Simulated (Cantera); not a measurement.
## Premixed flame

A freely propagating, adiabatic, planar premixed flame of CH4 : C2H6 : O2 : N2 : CO2 = 1 : 0.034 : 2.12 : 7.97 : 0.2 (molar parts), equivalence ratio 1.00, unburnt at 348 K and 14000 Pa; mixture-averaged transport, grid criteria slope 0.08 and curve 0.16, no radiation.

Cantera simulation using GRI-Mech 3.0 (53 species, 325 reactions); the numbers are that mechanism's predictions, not measurements. Burning velocities carry a grid error of a few per cent, more on coarse grids.

| z (mm) | T (K) | u (m/s) | x CH4 | x C2H6 | x O2 | x C2H2 | x NO | x OH |
|---|---|---|---|---|---|---|---|---|
| -6.94 | 348 | 0.681 | 0.0883 | 0.00300 | 0.187 | <1e-8 | <1e-8 | <1e-8 |
| -4.63 | 348 | 0.683 | 0.0881 | 0.00300 | 0.187 | <1e-8 | <1e-8 | <1e-8 |
| -3.47 | 351 | 0.688 | 0.0878 | 0.00299 | 0.186 | 1.71e-8 | <1e-8 | 1.13e-8 |
| -2.31 | 386 | 0.762 | 0.0855 | 0.00296 | 0.184 | 5.45e-7 | 3.36e-8 | 1.98e-6 |
| -1.16 | 782 | 1.57 | 0.0637 | 0.00272 | 0.154 | 1.66e-5 | 7.82e-7 | 4.49e-5 |
| -0.579 | 1205 | 2.45 | 0.0361 | 0.00156 | 0.114 | 5.38e-5 | 2.03e-6 | 0.000356 |
| 0 | 1591 | 3.27 | 0.00927 | 0.000115 | 0.0667 | 9.78e-5 | 4.31e-6 | 0.00227 |
| 0.579 | 1740 | 3.58 | 0.000821 | 5.39e-7 | 0.0389 | 2.04e-5 | 7.14e-6 | 0.00568 |
| 1.16 | 1771 | 3.63 | 3.84e-5 | <1e-8 | 0.0291 | 7.75e-7 | 8.89e-6 | 0.00743 |
| 2.31 | 1795 | 3.67 | 8.20e-8 | <1e-8 | 0.0242 | <1e-8 | 1.04e-5 | 0.00818 |
| 4.63 | 1823 | 3.71 | <1e-8 | <1e-8 | 0.0222 | <1e-8 | 1.20e-5 | 0.00835 |
| 9.26 | 1863 | 3.78 | <1e-8 | <1e-8 | 0.0209 | <1e-8 | 1.47e-5 | 0.00832 |
| 18.5 | 1919 | 3.88 | <1e-8 | <1e-8 | 0.0190 | <1e-8 | 1.97e-5 | 0.00808 |
x: mole fraction of selected species; z is measured from the peak of heat release.

| Quantity | Value |
|---|---|
| laminar burning velocity | 68.1 cm/s |
| thermal thickness | 2.31 mm |
| peak x(C2H2) | 9.95e-5 |
| peak x(OH) | 0.00836 |
| grid points | 157 |
